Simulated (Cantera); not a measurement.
Charge: 1 mol HI, a varied amount of O₂, 0.12 mol H₂, equilibrated at 1798.15 K and 2.10 bar.

Equilibrium computed with Cantera from the NASA thermochemical tables; the gas is ideal and each condensed phase is pure. Candidate condensed phases: H₂O, I₂; 12 gas species. Kinetics and transport are ignored.

**Question.** At 3.1 mol O₂, list the 4 most abundant gas species with their mole fractions, and the condensed phases.

**Answer.** O₂ 0.638, I 0.212, H₂O 0.141, I₂ 0.00786. Condensed: gas only.
